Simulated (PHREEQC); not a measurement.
Make-up at 25 °C: 0.13 mol/kgw ZnSO4, 0.016 mol/kgw KCl and 0.0002 mol/kgw FeSO4. Closed to the air; pH follows from the charge balance.

Computed with PHREEQC (ion-association model, phreeqc.dat).

```
quantity                        before   after
------------------------------  ------  ------
pH                                5.48    5.23
ionic strength (mol/kgw)         0.276   0.269
Zn+2 (mol/kgw)                  0.0651  0.0630
SO4-2 (mol/kgw)                 0.0476  0.0477
Zn(SO4)2-2 (mol/kgw)            0.0172  0.0154
SI of Melanterite (FeSO4:7H2O)   -4.14   -4.50
SI of Sylvite (KCl)              -4.87   -5.04
```

**Question.** Name the change that produced these shifts.
A) diluted 10-fold with water
B) ZnSO4 from 0.13 to 0.013 mol/kgw
C) temperature from 25 to 50 °C
D) 0.0021 mol/kgw CO2 added

**Answer.** C, temperature from 25 to 50 °C

Precipitation was switched off in this run. At this temperature some constants are extrapolated from 25 °C, and those without enthalpy data are left unchanged.
